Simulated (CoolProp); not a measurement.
A Linde-Hampson liquefier for dry air: isothermal reversible compression at 300 K from 1 atm to 10 MPa, throttling to 1 atm, return gas leaving the recuperator 10 K below the feed. Each further row changes one setting.

Values from CoolProp's reference Helmholtz-energy equation of state, Lemmon 2000. It is a pseudo-pure fit of the blend.

| case | liquid yield per pass | compression work (kJ/kg of gas) |
|---|---|---|
| as stated | [?] | 394 |
| high pressure 20 MPa | 0.059 | [?] |
| warm-end temperature 330 K | 0.013 | [?] |
| warm-end gap 15 K | [?] | 394 |

Q: Some entries are withheld; supply them.

A: 
- as stated, liquid yield per pass: 0.024
- high pressure 20 MPa, compression work (kJ/kg of gas): 454
- warm-end temperature 330 K, compression work (kJ/kg of gas): 435
- warm-end gap 15 K, liquid yield per pass: 0.012
